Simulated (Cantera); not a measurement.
An adiabatic, constant-pressure homogeneous reactor starts with CH4 : O2 : N2 = 1 : 6.45 : 24.3 (molar parts), equivalence ratio 0.31, at 1673 K and 1.01 bar. Integrator tolerance rtol = 1e-08.

Computed with Cantera and GRI-Mech 3.0 (53 species, 325 reactions).

What does this change do: pressure from 1.01 bar to 8.40 bar?


```csv
quantity,before,after
time of steepest temperature rise,0.231 ms,39.0 µs
temperature at 6.00 s,2276 K,2294 K
equilibrium temperature,2276 K,2294 K
x(CH4) at 6.00 s,<1e-12 (gas-phase equilibrium <1e-12),<1e-12 (gas-phase equilibrium <1e-12)
x(O2) at 6.00 s,0.133 (gas-phase equilibrium 0.133),0.133 (gas-phase equilibrium 0.133)
x(NO2) at 6.00 s,1.07e-5 (gas-phase equilibrium 1.07e-5),3.15e-5 (gas-phase equilibrium 3.15e-5)
x(CO2) at 6.00 s,0.0306 (gas-phase equilibrium 0.0306),0.0311 (gas-phase equilibrium 0.0311)
x(NO) at 6.00 s,0.0117 (gas-phase equilibrium 0.0117),0.0121 (gas-phase equilibrium 0.0121)
```

What does this change do: 0.1 parts C2H6 added?


```
quantity                                                            before                                    after
---------------------------------  ---------------------------------------  ---------------------------------------
time of steepest temperature rise                                 0.231 ms                                  67.4 µs
temperature at 6.00 s                                               2276 K                                   2358 K
equilibrium temperature                                             2276 K                                   2358 K
x(CH4) at 6.00 s                     <1e-12 (gas-phase equilibrium <1e-12)    <1e-12 (gas-phase equilibrium <1e-12)
x(O2) at 6.00 s                        0.133 (gas-phase equilibrium 0.133)      0.120 (gas-phase equilibrium 0.120)
x(NO2) at 6.00 s                   1.07e-5 (gas-phase equilibrium 1.07e-5)  1.03e-5 (gas-phase equilibrium 1.03e-5)
x(CO2) at 6.00 s                     0.0306 (gas-phase equilibrium 0.0306)    0.0357 (gas-phase equilibrium 0.0357)
x(NO) at 6.00 s                      0.0117 (gas-phase equilibrium 0.0117)    0.0131 (gas-phase equilibrium 0.0131)
```
